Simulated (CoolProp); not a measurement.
Vapour-liquid equilibrium of CH2F2 (R32) (1) + propane (2) at 34.55 °C; x and y are mole fractions of (1).

The numbers come from the multi-fluid Helmholtz-energy mixture model, Tillner-Roth 1997 and Lemmon 2009; pair parameters Bell 2016 in CoolProp.

| x | bubble pressure, mixture model (MPa) | bubble pressure, Raoult's law (MPa) | y, mixture model | y, Raoult's law |
|---|---|---|---|---|
| 0.05 | 1.503 | 1.253 | 0.189 | 0.086 |
| 0.2 | 2.084 | 1.397 | 0.428 | 0.310 |
| 0.35 | 2.380 | 1.541 | 0.528 | 0.492 |
| 0.5 | 2.537 | 1.685 | 0.598 | 0.642 |
| 0.65 | 2.604 | 1.829 | 0.666 | 0.769 |
| 0.8 | 2.567 | 1.973 | 0.753 | 0.878 |
| 0.95 | 2.329 | 2.117 | 0.909 | 0.972 |

The largest gap from Raoult's law is +54.4 % in bubble pressure, at x = 0.35. y crosses x between x = 0.65 and 0.8: the model has an azeotrope there.

The pair parameters rest on a limited set of measurements; away from them the model extrapolates. With so large a gap from Raoult's law the liquid may split in two, which this calculation doesn't test in full.
